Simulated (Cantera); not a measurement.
# Reactions in the system C-N-O-Ta

Cantera with NASA thermochemical tables; ideal gases at 1 bar, condensed phases pure. Values are per mole of reaction as written; species without (g) are pure solids or liquids, kept so even where they would boil at 1 bar. TaC: taken at fixed stoichiometry.

2 CO₂(g) + N₂(g) + 2 Ta ⇌ 2 TaC + 2 NO₂(g)

| T (K) | ΔH° (kJ) | ΔS° (J/K) | ΔG° (kJ) | log10 K |
|---|---|---|---|---|
| 300 | 567.2 | -137.1 | 608.3 | -105.92 |
| 1998 | 584.7 | -122.5 | 829.4 | -21.68 |
| 2048 | 585.5 | -122.1 | 835.5 | -21.31 |
| 2098 | 586.3 | -121.7 | 841.6 | -20.95 |
| 2148 | 587.1 | -121.3 | 847.7 | -20.61 |
| 2198 | 587.9 | -121.0 | 853.8 | -20.29 |
| 2248 | 588.7 | -120.6 | 859.8 | -19.98 |
| 2298 | 589.6 | -120.2 | 865.8 | -19.68 |
| 2348 | 590.4 | -119.9 | 871.8 | -19.39 |
| 2398 | 591.3 | -119.5 | 877.8 | -19.12 |
| 2448 | 592.1 | -119.2 | 883.8 | -18.86 |

2 TaC + 9 NO(g) ⇌ Ta₂O₅ + 2 CO₂(g) + 9 N(g)

```json
[
 {"T (K)": "300", "ΔH° (kJ)": "888.0", "ΔS° (J/K)": "-30.7", "ΔG° (kJ)": "897.2", "log10 K": "-156.21", "condensed phases": "TaC(s), Ta₂O₅(s)"},
 {"T (K)": "1998", "ΔH° (kJ)": "1000.4", "ΔS° (J/K)": "95.9", "ΔG° (kJ)": "808.7", "log10 K": "-21.14", "condensed phases": "TaC(s), Ta₂O₅(s)"},
 {"T (K)": "2048", "ΔH° (kJ)": "1003.2", "ΔS° (J/K)": "97.3", "ΔG° (kJ)": "803.9", "log10 K": "-20.50", "condensed phases": "TaC(s), Ta₂O₅(s)"},
 {"T (K)": "2098", "ΔH° (kJ)": "1127.9", "ΔS° (J/K)": "157.9", "ΔG° (kJ)": "796.6", "log10 K": "-19.83", "condensed phases": "TaC(s), Ta₂O₅(l)"},
 {"T (K)": "2148", "ΔH° (kJ)": "1132.8", "ΔS° (J/K)": "160.2", "ΔG° (kJ)": "788.6", "log10 K": "-19.18", "condensed phases": "TaC(s), Ta₂O₅(l)"},
 {"T (K)": "2198", "ΔH° (kJ)": "1137.7", "ΔS° (J/K)": "162.5", "ΔG° (kJ)": "780.6", "log10 K": "-18.55", "condensed phases": "TaC(s), Ta₂O₅(l)"},
 {"T (K)": "2248", "ΔH° (kJ)": "1142.6", "ΔS° (J/K)": "164.7", "ΔG° (kJ)": "772.4", "log10 K": "-17.95", "condensed phases": "TaC(s), Ta₂O₅(l)"},
 {"T (K)": "2298", "ΔH° (kJ)": "1147.4", "ΔS° (J/K)": "166.8", "ΔG° (kJ)": "764.1", "log10 K": "-17.37", "condensed phases": "TaC(s), Ta₂O₅(l)"},
 {"T (K)": "2348", "ΔH° (kJ)": "1152.1", "ΔS° (J/K)": "168.8", "ΔG° (kJ)": "755.7", "log10 K": "-16.81", "condensed phases": "TaC(s), Ta₂O₅(l)"},
 {"T (K)": "2398", "ΔH° (kJ)": "1156.8", "ΔS° (J/K)": "170.8", "ΔG° (kJ)": "747.2", "log10 K": "-16.28", "condensed phases": "TaC(s), Ta₂O₅(l)"},
 {"T (K)": "2448", "ΔH° (kJ)": "1161.5", "ΔS° (J/K)": "172.7", "ΔG° (kJ)": "738.6", "log10 K": "-15.76", "condensed phases": "TaC(s), Ta₂O₅(l)"}
]
```
